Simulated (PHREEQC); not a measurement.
# Brine: an equilibrium model

Dissolve 1.4 mol KOH, 4.4 mol KCl and 0.087 mol NaCl per kg of water at 25 °C. It is in equilibrium with CO2 at log p = 0 (atm). Otherwise closed; pH follows from the charge balance.

Computed with PHREEQC (Pitzer model, pitzer.dat).

Precipitation was switched off in this run.

What pH, ionic strength does the model give?

pH 7.71; ionic strength 5.91 mol/kgw.

In which forms is C present?

HCO3- 97 %, CO3-2 1.8 %, CO2 1.4 % of the C.

In brines, pH and single-ion activities rest on the MacInnes convention.
